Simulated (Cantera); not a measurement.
An isothermal, constant-pressure homogeneous reactor starts with H₂ : O₂ = 0.0094 : 1 (molar parts), at 1275 K and 1.65 Torr.

Computed with Cantera and the H2/O2 subset of GRI-Mech 3.0, which has no nitrogen chemistry. Radical loss at walls, strong at low pressure, is not modelled.

x: mole fraction; the columns are a selection and need not sum to one.

```
t (s)        x H₂   x O₂    x H₂O₂       x O       x H
--------  -------  -----  --------  --------  --------
1.00e-5   0.00931  0.991    <1e-12  1.41e-12  5.17e-11
4.57e-5   0.00931  0.991    <1e-12  2.77e-11  2.15e-10
0.000209  0.00931  0.991    <1e-12  4.45e-10  6.83e-10
0.000956  0.00931  0.991    <1e-12       ___   1.39e-9
0.00437   0.00931  0.991  1.12e-11       ___   6.21e-9
0.0200    0.00928  0.991  1.99e-10       ___   1.91e-6
0.0915    3.68e-5  0.982   2.52e-9   0.00825  0.000331
0.418     3.50e-5  0.982   2.49e-9   0.00798  0.000314
1.91      3.04e-5  0.983   2.44e-9       ___  0.000253
8.75      1.76e-5  0.986   2.16e-9       ___  0.000109
40.0      3.92e-6  0.990   1.28e-9       ___   1.12e-5
```

Q: Fill in the missing entries.

A: 
- 0.000956, x O: 4.58e-9
- 0.00437, x O: 5.34e-8
- 0.0200, x O: 2.00e-5
- 1.91, x O: 0.00690
- 8.75, x O: 0.00392
- 40.0, x O: 0.000852
